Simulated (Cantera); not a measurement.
Charge: 1 mol HgO, 4.9 mol N₂, held at 1548 K and 1.20 bar.

Equilibrium computed with Cantera from the NASA thermochemical tables; the gas is ideal and each condensed phase is pure. Candidate condensed phases: Hg, HgO; 10 gas species. Equilibrium is a limit: real reactors are often held back by kinetics, nucleation or transport.

Base state: N₂ 0.765, Hg 0.156, O₂ 0.0777, NO 0.000921 (mole fractions); condensed: gas only.

Task: What changes in the equilibrium state with this change: 0.76 mol O₂ added?

Result: 
| species | before | after |
|---|---|---|
| N₂ | 0.765 | 0.684 |
| O₂ | 0.0777 | 0.175 |
| Hg | 0.156 | 0.140 |
| NO | 0.000921 | 0.00131 |
